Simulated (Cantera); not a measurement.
Feed: 1 mol B2O3, 41 mol N2, equilibrated at 0.500 bar.

Method: chemical equilibrium by Gibbs-energy minimisation in Cantera with the NASA 1993 tables (ideal gas, pure condensed phases). Candidate condensed phases: B, BN, B2O3; 17 gas species. Equilibrium is a limit: real reactors are often held back by kinetics, nucleation or transport. All values below are at 2200 K.

Base state: N2 0.976, B2O3 0.0233, BO2 0.000479, BO 0.000471, B2O2 4.93e-5, NO 3.79e-5 (mole fractions); condensed: gas only.

What changes in the equilibrium state with this change: pressure from 0.500 bar to 0.100 bar?


| species | before | after |
|---|---|---|
| N2 | 0.976 | 0.975 |
| B2O3 | 0.0233 | 0.0227 |
| BO | 0.000471 | 0.00110 |
| O | 4.73e-6 | 2.10e-5 |
| BO2 | 0.000479 | 0.000996 |
| NO | 3.79e-5 | 7.53e-5 |
| B2O2 | 4.93e-5 | 5.41e-5 |

What changes in the equilibrium state with this change: pressure from 0.500 bar to 1.33 mbar?


```json
[
 {"species": "N2", "before": "0.976", "after": "0.967"},
 {"species": "B2O3", "before": "0.0233", "after": "0.0157"},
 {"species": "BO", "before": "0.000471", "after": "0.00967"},
 {"species": "O", "before": "4.73e-6", "after": "0.00107"},
 {"species": "O2", "before": "1.53e-6", "after": "0.000209"},
 {"species": "BO2", "before": "0.000479", "after": "0.00592"},
 {"species": "NO", "before": "3.79e-5", "after": "0.000441"},
 {"species": "B2O2", "before": "4.93e-5", "after": "5.52e-5"}
]
```
